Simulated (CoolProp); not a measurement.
R236FA along the isotherm 126.85 °C: fugacity coefficient from the reference equation and from simpler models built on Tc = 124.9 °C, pc = 31.91 bar, ω = 0.377; each cubic takes its own stable root.

Computed with CoolProp (reference Helmholtz-energy equation of state, Pan 2012).

```tsv
p (bar)	phase	reference
1.33	gas	0.9858
2.66	gas	0.9716
3.99	gas	0.9576
5.32	gas	0.9436
6.65	gas	0.9296
7.98	gas	0.9157
9.31	gas	0.9019
10.6	gas	0.8886
12	gas	0.8741
13.3	gas	0.8607
14.6	gas	0.8474
16	gas	0.8330
```

**Question.** How far does each simpler model (van der Waals, Redlich-Kwong) lie from the reference over these 12 states: mean and median of the absolute difference, and the worst?

**Answer.** 
- van der Waals: mean 1.3 %, median 1.3 %, worst +2.5 % at 126.85 °C and 16 bar
- Redlich-Kwong: mean 0.2 %, median 0.2 %, worst +0.4 % at 126.85 °C and 16 bar
